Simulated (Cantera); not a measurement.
Feed: 1 mol SiH₂Cl₂, 0.36 mol C₃H₈, 2.3 mol H₂, held at 1.00 bar.

Equilibrium computed with Cantera from the NASA thermochemical tables; the gas is ideal and each condensed phase is pure. Candidate condensed phases: C, C₆H₆, C₇H₈, C₈H₁₈, Si, SiC; 109 gas species. The tables' values for SiCl₃ are old estimates; treat these amounts as uncertain. Kinetics and transport are ignored.

Problem. At 1525 K, list the 4 most abundant gas species with their mole fractions, and the condensed phases.

Solution. H₂ 0.679, HCl 0.305, SiCl₄ 0.00661, SiCl₂ 0.00359. Condensed: C(graphite) + SiC(s).
